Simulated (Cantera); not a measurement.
Cantera run, input and output.

```python
import numpy as np
import cantera as ct

gas = ct.Solution("gri30.yaml")
gas.TPX = 1223, 54000, {'N2O': 1, 'H2': 0.0037, 'N2': 5.9}
inlet = ct.Reservoir(gas, clone=True)

reactor = ct.IdealGasConstPressureReactor(gas, energy="off", clone=False)
exhaust = ct.Reservoir(gas, clone=True)
tau = [3.5, 1.6, 0.73, 0.33, 0.15, 0.07, 0.032, 0.015, 0.0067, 0.0031][0]
for a, b in ((inlet, reactor), (reactor, exhaust)):
    ct.MassFlowController(a, b, mdot=lambda t: reactor.mass / tau)
net = ct.ReactorNet([reactor])
show = ['N2O', 'H2', 'OH', 'HO2', 'O2', 'H2O', 'NO']

rows = []
print(f"{'tau/s':>10s}{'T/K':>9s}" + "".join(f"{s:>11s}" for s in show))
for tau in [3.5, 1.6, 0.73, 0.33, 0.15, 0.07, 0.032, 0.015, 0.0067, 0.0031]:
    net.initial_time = 0.0
    net.advance(30 * tau)
    before = gas.X
    net.advance(40 * tau)
    drift = np.max(np.abs(gas.X - before) / (gas.X + 1e-9))
    rows.append([gas.T, *gas[show].X, drift])
    print(f"{tau:10.3e}{gas.T:9.1f}" + "".join(f"{x:11.3e}" for x in gas[show].X))
```

It prints:

```
     tau/s      T/K        N2O         H2         OH        HO2         O2        H2O         NO
 3.500e+00   1223.0  5.520e-02  3.204e-06  3.079e-06  8.605e-09  3.765e-02  5.089e-04  7.713e-03
 1.600e+00   1223.0  8.091e-02  6.159e-06  3.526e-06  1.359e-08  2.657e-02  5.122e-04  5.911e-03
 7.300e-01   1223.0  1.052e-01  1.181e-05  4.063e-06  2.491e-08  1.632e-02  5.123e-04  3.799e-03
 3.300e-01   1223.0  1.231e-01  2.245e-05  4.734e-06  5.257e-08  8.809e-03  5.058e-04  2.091e-03
 1.500e-01   1223.0  1.338e-01  4.155e-05  5.526e-06  1.176e-07  4.393e-03  4.889e-04  1.045e-03
 7.000e-02   1223.0  1.392e-01  7.364e-05  6.343e-06  2.484e-07  2.141e-03  4.577e-04  5.065e-04
 3.200e-02   1223.0  1.420e-01  1.281e-04  7.123e-06  4.766e-07  9.981e-04  4.034e-04  2.343e-04
 1.500e-02   1223.0  1.434e-01  2.061e-04  7.695e-06  7.501e-07  4.695e-04  3.252e-04  1.105e-04
 6.700e-03   1223.0  1.441e-01  3.100e-04  7.876e-06  9.658e-07  2.071e-04  2.212e-04  5.017e-05
 3.100e-03   1223.0  1.445e-01  4.087e-04  7.238e-06  9.794e-07  9.266e-05  1.227e-04  2.376e-05
```

Detailed kinetics in Cantera: GRI-Mech 3.0 (53 species, 325 reactions). GRI-Mech 3.0 was tuned for natural gas; its chemistry of N2O as a main component is partial and can be far from experiment. The mechanism lacks the step 2 NO + O2 → 2 NO2, which can matter for NO2 below about 1400 K. The temperature is held fixed by assumption; the heat of reaction is taken as removed at once.
